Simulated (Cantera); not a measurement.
Input: 1 mol CaO, 1.3 mol HF, 1.6 mol O2, equilibrated at 1377 °C and 0.000110 bar.

Cantera equilibrium calculation (NASA polynomials, part measured and part estimated; ideal gas, pure solids and liquids). Candidate condensed phases: Ca, CaF2, CaO, Ca(OH)2, H2O; 29 gas species. The numbers say what is thermodynamically allowed, not how fast it happens.

Base state: O2 0.549, HF 0.340, CaF2 0.0537, H2O 0.0525, OH 0.00231, O 0.00183, H2 7.92e-5, H 7.71e-5 (mole fractions); condensed: CaO(s).

Task: What changes in the equilibrium state with this change: temperature from 1377 °C to 700 °C?

Result: 
```json
[
 {"species": "O2", "before": "0.549", "after": "0.710"},
 {"species": "H2O", "before": "0.0525", "after": "0.288"},
 {"species": "HF", "before": "0.340", "after": "0.00193"},
 {"species": "CaF2", "before": "0.0537", "after": "<1e-9"},
 {"species": "O", "before": "0.00183", "after": "5.44e-9"},
 {"species": "H", "before": "7.71e-5", "after": "<1e-9"},
 {"species": "H2", "before": "7.92e-5", "after": "1.24e-9"},
 {"species": "CaO(s), mol", "before": "0.844", "after": "0.352"},
 {"species": "CaF2(s), mol", "before": "0", "after": "0.648"}
]
```
